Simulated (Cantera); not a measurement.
# Ammonia decomposition in nitride growth gas

A perfectly stirred reactor is fed with NH3 : H2 = 1 : 2.9 (molar parts), at 760 Torr; it is held at 1850 K, and followed from long to short residence time.

Computed with Cantera and the gas-phase N/H chemistry of the illustrative SiF4/NH3 mechanism in the Surface Chemkin manual (1991). Walls and surfaces, which speed up NH3 decomposition in real reactors, are not modelled.

```csv
τ (s),x NH3,x H2,x N,x H,x N2H2,x N2H4,x NH
1.2,0.0686,0.856,1.03e-7,0.000359,6.59e-8,1.09e-8,1.42e-6
0.74,0.0890,0.844,1.12e-7,0.000335,9.72e-8,1.64e-8,1.65e-6
0.46,0.113,0.830,1.20e-7,0.000311,1.37e-7,2.35e-8,1.87e-6
0.28,0.140,0.813,1.26e-7,0.000289,1.87e-7,3.26e-8,2.08e-6
0.17,0.167,0.797,1.30e-7,0.000271,2.41e-7,4.24e-8,2.26e-6
0.11,0.189,0.784,1.32e-7,0.000258,2.86e-7,5.06e-8,2.38e-6
0.065,0.211,0.771,1.34e-7,0.000245,3.33e-7,5.92e-8,2.49e-6
0.040,0.226,0.762,1.34e-7,0.000237,3.65e-7,6.52e-8,2.55e-6
0.025,0.236,0.755,1.34e-7,0.000232,3.87e-7,6.92e-8,2.59e-6
0.015,0.244,0.751,1.32e-7,0.000227,4.00e-7,7.17e-8,2.60e-6
0.0093,0.248,0.748,1.30e-7,0.000224,4.03e-7,7.26e-8,2.58e-6
```
x: mole fraction; the columns are a selection and need not sum to one.
